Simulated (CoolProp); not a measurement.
Dry air along the isobar 133 bar: density (kg/m³) from the reference equation and from simpler models built on Tc = 132.5 K, pc = 37.86 bar, ω = 0.034; each cubic takes its own stable root.

The numbers come from the reference Helmholtz-energy equation of state, Lemmon 2000 in CoolProp. It is a pseudo-pure fit of the blend.

```
T (K)          phase  reference
-----  -------------  ---------
122.6         liquid      712.5
145.2  supercritical      583.8
167.7  supercritical      436.0
190.2  supercritical      322.4
212.7  supercritical      256.6
235.3  supercritical      216.0
257.8  supercritical      188.5
280.3  supercritical      168.2
302.9  supercritical      152.5
```

Task: How far does each simpler model (van der Waals, Redlich-Kwong, Soave-Redlich-Kwong, Peng-Robinson) lie from the reference over these 9 states: mean and median of the absolute difference, and the worst?

Result: 
- van der Waals: mean 8.8 %, median 6.0 %, worst -23.2 % at 122.6 K and 133 bar
- Redlich-Kwong: mean 1.4 %, median 1.4 %, worst -2.6 % at 167.7 K and 133 bar
- Soave-Redlich-Kwong: mean 2.4 %, median 2.3 %, worst -4.6 % at 167.7 K and 133 bar
- Peng-Robinson: mean 4.2 %, median 2.6 %, worst +12.6 % at 122.6 K and 133 bar
